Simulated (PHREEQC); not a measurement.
A solution holds 0.0033 mol HF, 0.00035 mol H2SiF6 and 0.28 mol H2SO4 per kg of water, at 32 °C. Closed to the air; pH follows from the charge balance.

The numbers come from PHREEQC with the ion-association model, wateq4f.dat.

Precipitation was switched off in this run.

Task: Order these F species by the share of F that they hold, largest first: SiF6-2, HF, F-, H2F2.

Result: HF (95 %), SiF6-2 (2.7 %), H2F2 (2.1 %), F- (0.38 %)

The pH is 0.62 and the ionic strength 0.334 mol/kgw. Examples of supersaturated solids here: Quartz (slow to form). Others may be too. Complexes and solids missing from the database can't appear. SiF6-2 is the database's only silicon fluoride.
